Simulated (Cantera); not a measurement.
**Stirred combustor or abatement burner**

A perfectly stirred reactor is fed with CH₄ : O₂ : N₂ : H₂O = 1 : 2.47 : 9.28 : 2.6 (molar parts), equivalence ratio 0.81, at 690000 Pa; it is adiabatic with a 450 K inlet, and is followed from long to short residence time, starting on the burning branch (τ in s: 0.31, 0.12, 0.043, 0.016, 0.0058, 0.0021, 0.00078, 0.00029, 0.00011, 3.9e-05).

Model: GRI-Mech 3.0 (53 species, 325 reactions), integrated in Cantera.

| τ (s) | T (K) | x CH₄ | x O₂ | x H₂O | x CH₂CO | x CO | x H |
|---|---|---|---|---|---|---|---|
| 0.31 | 1839 | 1.83e-6 | 0.0305 | 0.299 | 8.97e-11 | 6.76e-5 | 1.69e-6 |
| 0.12 | 1839 | 4.37e-6 | 0.0305 | 0.299 | 4.65e-10 | 0.000102 | 2.23e-6 |
| 0.043 | 1837 | 1.04e-5 | 0.0306 | 0.299 | 2.55e-9 | 0.000189 | 3.71e-6 |
| 0.016 | 1835 | 2.22e-5 | 0.0307 | 0.299 | 1.15e-8 | 0.000373 | 7.37e-6 |
| 0.0058 | 1830 | 4.62e-5 | 0.0310 | 0.298 | 4.74e-8 | 0.000766 | 1.66e-5 |
| 0.0021 | 1820 | 9.73e-5 | 0.0316 | 0.298 | 1.86e-7 | 0.00160 | 3.87e-5 |
| 0.00078 | 1799 | 0.000217 | 0.0330 | 0.296 | 7.47e-7 | 0.00338 | 8.57e-5 |
| 0.00029 | 1742 | 0.000716 | 0.0376 | 0.293 | 5.63e-6 | 0.00874 | 0.000157 |
| 0.00011 | 450 | 0.0651 | 0.161 | 0.169 | <1e-12 | <1e-12 | <1e-12 |
| 3.9e-5 | 450 | 0.0651 | 0.161 | 0.169 | <1e-12 | <1e-12 | <1e-12 |
x: mole fraction; the columns are a selection and need not sum to one.
